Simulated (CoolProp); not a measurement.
Values from CoolProp's reference Helmholtz-energy equation of state, Bücker 2006.

### Question
Give the vapour pressure (MPa), liquid density (kg/m³), enthalpy of vaporisation (kJ/kg), vapour Z of saturated ethane at 232.1, 267.1 K.

### Answer
| T (K) | p (MPa) | liquid density (kg/m³) | enthalpy of vaporisation (kJ/kg) | vapour Z |
|---|---|---|---|---|
| 232.1 | 0.751 | 478 | 413 | 0.862 |
| 267.1 | 2.06 | 414 | 323 | 0.719 |
